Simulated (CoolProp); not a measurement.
R113 at several states: fugacity coefficient from the reference equation and from simpler models built on Tc = 214.1 °C, pc = 3.392 MPa, ω = 0.253; each cubic takes its own stable root.

Values from CoolProp's reference Helmholtz-energy equation of state, Marx 1992.

| T (°C) | p (MPa) | phase | reference | van der Waals | Redlich-Kwong | Soave-Redlich-Kwong |
|---|---|---|---|---|---|---|
| -25.95 | 0.116 | liquid | 0.03147 | 0.8594 | 0.08076 | 0.03167 |
| 160.65 | 0.402 | gas | 0.9421 | 0.9537 | 0.9442 | 0.9417 |
| -13.85 | 0.0191 | liquid | 0.3834 | 0.9929 | 0.9065 | 0.3834 |
| -26.75 | 0.0977 | liquid | 0.03554 | 0.9596 | 0.09168 | 0.03577 |
| 77.75 | 0.701 | liquid | 0.3371 | 0.8675 | 0.4936 | 0.3393 |

At some of these states van der Waals gives the other phase, because its saturation line lies elsewhere.
